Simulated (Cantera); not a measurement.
A Cantera script and what it prints.

```python
import numpy as np
import cantera as ct

gas_names = """
    B BF BF2 BF3 BH BHF2 BH2 BH3 BN B2 F F2 H HF H2 H2F2 H3F3 H4F4 H5F5 H6F6 H7F7 N NF NF2 NF3 NH NH2
    NH3 N2 N2H2 N2H4
""".split()
cond_names = """
    B(b) B(L) BN(s)
""".split()


# ... load() reads the species with a 1 bar reference pressure and builds the phases ...
atoms = {
    'BN': {'B': 1, 'N': 1},
    'HF': {'H': 1, 'F': 1},
    'H2': {'H': 2},
}
top_T = {'BN(s)': 3200}  # K; cautious upper limits of use, not melting points


# ... equilibrate(T, P, feed) seeds the gas with the atoms and calls Mixture.equilibrate('TP', solver="vcs", rtol=1e-11, max_steps=5000) ...
results = []
feed = {'BN': 1, 'HF': 19, 'H2': 0.59}  # mol
P = 14000  # Pa
for T in [1100, 1200, 1300, 1400, 1500, 1600, 1700, 1800, 1900, 2000, 2100]:
    mix = equilibrate(T, P, feed)
    results.append((T, P, feed, dict(zip(mix.species_names, mix.species_moles))))

top = {s: max(r[3][s] / sum(r[3][g] for g in gas_names) for r in results) for s in gas_names}
cols = sorted((s for s in top if top[s] > 0.001), key=lambda s: -top[s])[:9]
seen = [c for c in cond_names if any(r[3].get(c, 0) > 1e-12 for r in results)]
print("log10 of partial pressures in bar; condensed amounts in mol")
print(f"{'T/K':>10s}" + "".join(f"{s[:9]:>10s}" for s in cols + seen))
for T, P, feed, n in results:
    ng = sum(n[g] for g in gas_names)
    print(f"{T:10.4g}" + "".join(f"{np.log10(max(n[s] / ng * P / 1e5, 1e-99)):10.3f}" for s in cols)
          + "".join(f"{n.get(c, 0):10.4g}" for c in seen))
```

Output:

```
log10 of partial pressures in bar; condensed amounts in mol
       T/K        HF        H2       BF3        N2         H       BF2
      1100    -0.942    -1.826    -2.146    -2.447    -8.500    -9.807
      1200    -0.942    -1.826    -2.146    -2.447    -7.618    -8.737
      1300    -0.942    -1.826    -2.146    -2.447    -6.869    -7.834
      1400    -0.942    -1.826    -2.146    -2.447    -6.226    -7.062
      1500    -0.942    -1.826    -2.146    -2.447    -5.667    -6.394
      1600    -0.942    -1.826    -2.146    -2.447    -5.178    -5.812
      1700    -0.942    -1.826    -2.146    -2.447    -4.745    -5.299
      1800    -0.942    -1.827    -2.147    -2.447    -4.359    -4.846
      1900    -0.942    -1.828    -2.149    -2.447    -4.014    -4.442
      2000    -0.942    -1.831    -2.152    -2.447    -3.704    -4.083
      2100    -0.942    -1.835    -2.158    -2.448    -3.424    -3.763
```

Cantera equilibrium calculation (NASA polynomials, part measured and part estimated; ideal gas, pure solids and liquids). The tables' values for BF2 are old estimates; treat these amounts as uncertain.
